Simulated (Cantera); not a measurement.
Thermodynamics of calcination and drying, feed CsOH + H2

Feed: 1 mol CsOH, a varied amount of H2, equilibrated at 1.10 bar.

Method: chemical equilibrium by Gibbs-energy minimisation in Cantera with the NASA 1993 tables (ideal gas, pure condensed phases). Candidate condensed phases: Cs, CsOH, H2O; 15 gas species. Equilibrium is a limit: real reactors are often held back by kinetics, nucleation or transport.

**Question.** Map the stable condensed phases over T = 850, 900, 950, 1000, 1050, 1100, 1150, 1200, 1250, 1300, 1350, 1400, 1450 K and n(H2) in mol = 0.021, 0.03, 0.043, 0.062, 0.09, 0.13, 0.19, 0.27, 0.39, 0.56, 0.81, 1.2, 1.7.

**Answer.** 
```
T in K \ n(H2) in mol
         0.021  0.03 0.043 0.062  0.09  0.13  0.19  0.27  0.39  0.56  0.81   1.2   1.7
   1450      A     A     A     A     A     A     A     A     A     A     A     A     A
   1400      A     A     A     A     A     A     A     A     A     A     A     A     A
   1350      A     A     A     A     A     A     A     A     A     A     A     A     A
   1300      A     A     A     A     A     A     A     A     A     A     A     A     A
   1250      B     B     A     A     A     A     A     A     A     A     A     A     A
   1200      B     B     B     B     B     B     B     B     B     A     A     A     A
   1150      B     B     B     B     B     B     B     B     B     B     B     B     A
   1100      B     B     B     B     B     B     B     B     B     B     B     B     B
   1050      B     B     B     B     B     B     B     B     B     B     B     B     B
   1000      B     B     B     B     B     B     B     B     B     B     B     B     B
    950      B     B     B     B     B     B     B     B     B     B     B     B     B
    900      B     B     B     B     B     B     B     B     B     B     B     B     B
    850      B     B     B     B     B     B     B     B     B     B     B     B     B
```
A: gas only; B: CsOH.
